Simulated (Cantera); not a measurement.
## Thermodynamics of fluorocarbon and chlorocarbon gases, feed CH2F2 + F2

Charge: 1 mol CH2F2, 0.37 mol F2, held at 0.225 Torr.

Method: chemical equilibrium by Gibbs-energy minimisation in Cantera with the NASA 1993 tables (ideal gas, pure condensed phases). Candidate condensed phases: C, C6H6, C7H8, C8H18; 95 gas species. Gases not in the tables: C2F6 and larger saturated fluorocarbons. The numbers say what is thermodynamically allowed, not how fast it happens.

From 1452 °C to 2452 °C the condensed part is C(graphite). At 2552 °C nothing is condensed. The main C-bearing gas is CF4 at 1452 °C and C3 at 2552 °C. The share of C in condensed phases is highest at 2152 °C (96.6 %) and lowest at 2552 °C (0.0 %).

| T (°C) | x HF | x F | x H | x CF4 | x C3 | x CF2 | x C | x CF | n C(graphite) |
|---|---|---|---|---|---|---|---|---|---|
| 1452 | 0.901 | 0.0124 | 9.43e-7 | 0.0738 | 3.48e-11 | 0.0123 | 1.05e-10 | 1.18e-5 | 0.808 |
| 1552 | 0.875 | 0.0386 | 2.76e-6 | 0.0553 | 8.11e-10 | 0.0308 | 1.62e-9 | 6.92e-5 | 0.801 |
| 1652 | 0.826 | 0.0941 | 8.01e-6 | 0.0253 | 1.35e-8 | 0.0537 | 1.89e-8 | 0.000297 | 0.806 |
| 1752 | 0.779 | 0.162 | 2.69e-5 | 0.00449 | 1.70e-7 | 0.0529 | 1.73e-7 | 0.000851 | 0.849 |
| 1852 | 0.755 | 0.211 | 0.000104 | 0.000367 | 1.67e-6 | 0.0326 | 1.28e-6 | 0.00174 | 0.908 |
| 1952 | 0.741 | 0.238 | 0.000407 | 2.39e-5 | 1.33e-5 | 0.0167 | 7.90e-6 | 0.00299 | 0.947 |
| 2052 | 0.733 | 0.253 | 0.00150 | 1.58e-6 | 8.80e-5 | 0.00809 | 4.17e-5 | 0.00461 | 0.965 |
| 2152 | 0.723 | 0.260 | 0.00507 | 1.18e-7 | 0.000497 | 0.00396 | 0.000192 | 0.00669 | 0.966 |
| 2252 | 0.702 | 0.268 | 0.0153 | 1.09e-8 | 0.00243 | 0.00205 | 0.000780 | 0.00943 | 0.944 |
| 2352 | 0.651 | 0.280 | 0.0397 | 1.32e-9 | 0.0105 | 0.00116 | 0.00285 | 0.0132 | 0.852 |
| 2452 | 0.543 | 0.299 | 0.0844 | 2.00e-10 | 0.0407 | 0.000714 | 0.00945 | 0.0183 | 0.488 |
| 2552 | 0.403 | 0.328 | 0.144 | 3.18e-11 | 0.0701 | 0.000385 | 0.0227 | 0.0203 | 0 |
x: gas mole fraction; n: condensed amount in mol.
